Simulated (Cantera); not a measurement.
A Cantera script and what it prints.

```python
import numpy as np
import cantera as ct

gas_names = """
    N NO NO2 NO3 N2 N2O O O2 O3 S SN SO SO2 SO3 S2 S2O S8
""".split()
cond_names = """
    S(cr1) S(cr2) S(L)
""".split()


# ... load() reads the species with a 1 bar reference pressure and builds the phases ...
atoms = {
    'N2O': {'N': 2, 'O': 1},
    'SO2': {'S': 1, 'O': 2},
}
top_T = {}  # K; cautious upper limits of use, not melting points


# ... equilibrate(T, P, feed) seeds the gas with the atoms and calls Mixture.equilibrate('TP', solver="vcs", rtol=1e-11, max_steps=5000) ...
results = []
feed = {'N2O': 1, 'SO2': 0.27}  # mol
P = 77  # Pa
for T in [1098, 1173, 1248, 1323, 1398, 1473, 1548, 1623, 1698, 1773, 1848, 1923, 1998, 2073]:
    mix = equilibrate(T, P, feed)
    results.append((T, P, feed, dict(zip(mix.species_names, mix.species_moles))))

top = {s: max(r[3][s] / sum(r[3][g] for g in gas_names) for r in results) for s in gas_names}
cols = sorted((s for s in top if top[s] > 1e-05), key=lambda s: -top[s])[:7]
seen = [c for c in cond_names if any(r[3].get(c, 0) > 1e-12 for r in results)]
print("log10 of partial pressures in bar; condensed amounts in mol")
print(f"{'T/K':>10s}" + "".join(f"{s[:9]:>10s}" for s in cols + seen))
for T, P, feed, n in results:
    ng = sum(n[g] for g in gas_names)
    print(f"{T:10.4g}" + "".join(f"{np.log10(max(n[s] / ng * P / 1e5, 1e-99)):10.3f}" for s in cols)
          + "".join(f"{n.get(c, 0):10.4g}" for c in seen))
```

Output:

```
log10 of partial pressures in bar; condensed amounts in mol
       T/K        N2        O2       SO2         O        NO        SO       SO3
      1098    -3.361    -3.663    -3.934   -10.456    -7.200   -12.409    -5.963
      1173    -3.361    -3.663    -3.932    -9.686    -6.922   -11.488    -6.256
      1248    -3.362    -3.663    -3.931    -9.008    -6.677   -10.678    -6.514
      1323    -3.362    -3.663    -3.931    -8.407    -6.460    -9.961    -6.743
      1398    -3.362    -3.663    -3.931    -7.869    -6.267    -9.321    -6.946
      1473    -3.362    -3.663    -3.930    -7.386    -6.093    -8.746    -7.129
      1548    -3.362    -3.664    -3.930    -6.949    -5.936    -8.227    -7.293
      1623    -3.362    -3.664    -3.930    -6.553    -5.794    -7.756    -7.441
      1698    -3.363    -3.665    -3.931    -6.192    -5.664    -7.327    -7.577
      1773    -3.363    -3.667    -3.931    -5.861    -5.546    -6.934    -7.701
      1848    -3.364    -3.670    -3.932    -5.557    -5.439    -6.573    -7.816
      1923    -3.365    -3.674    -3.934    -5.278    -5.340    -6.241    -7.923
      1998    -3.367    -3.680    -3.938    -5.021    -5.251    -5.934    -8.025
      2073    -3.370    -3.689    -3.944    -4.784    -5.171    -5.650    -8.125
```

Method: chemical equilibrium by Gibbs-energy minimisation in Cantera with the NASA 1993 tables (ideal gas, pure condensed phases).
